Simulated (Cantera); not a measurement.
A closed system holds: 1 mol C2H2, 0.35 mol H2, 1.3 mol NH3, at 1998.15 K and 0.133 bar.

Cantera equilibrium calculation (NASA polynomials, part measured and part estimated; ideal gas, pure solids and liquids). Candidate condensed phases: C, C6H6, C7H8, C8H18; 92 gas species. Rates play no part.

Base state: H2 0.828, N2 0.161, HCN 0.00535, H 0.00400, C2H2 (acetylene) 0.000629, HNC 0.000303, CH4 3.90e-5 (mole fractions); condensed: C(graphite).

Question: What changes in the equilibrium state with this change: pressure from 0.133 bar to 3.10 mbar?

Answer: 
```json
[
 {"species": "H2", "before": "0.828", "after": "0.808"},
 {"species": "N2", "before": "0.161", "after": "0.160"},
 {"species": "H", "before": "0.00400", "after": "0.0259"},
 {"species": "CH4", "before": "3.90e-5", "after": "8.64e-7"},
 {"species": "C2H2 (acetylene)", "before": "0.000629", "after": "0.000613"},
 {"species": "HNC", "before": "0.000303", "after": "0.000298"},
 {"species": "HCN", "before": "0.00535", "after": "0.00526"},
 {"species": "C(graphite), mol", "before": "1.97", "after": "1.97"}
]
```

Question: What changes in the equilibrium state with this change: pressure from 0.133 bar to 2.90 bar?

Answer: 
| species | before | after |
|---|---|---|
| H2 | 0.828 | 0.830 |
| N2 | 0.161 | 0.162 |
| HCN | 0.00535 | 0.00536 |
| H | 0.00400 | 0.000859 |
| CH4 | 3.90e-5 | 0.000852 |
| NH3 | 8.14e-7 | 1.78e-5 |
| C2H4 | 4.72e-7 | 1.03e-5 |
| C(graphite), mol | 1.97 | 1.97 |

Question: What changes in the equilibrium state with this change: temperature from 1998.15 K to 2050 K?

Answer: 
```json
[
 {"species": "H2", "before": "0.828", "after": "0.826"},
 {"species": "N2", "before": "0.161", "after": "0.161"},
 {"species": "HCN", "before": "0.00535", "after": "0.00651"},
 {"species": "H", "before": "0.00400", "after": "0.00565"},
 {"species": "C2H2 (acetylene)", "before": "0.000629", "after": "0.000877"},
 {"species": "HNC", "before": "0.000303", "after": "0.000404"},
 {"species": "C(graphite), mol", "before": "1.97", "after": "1.97"}
]
```
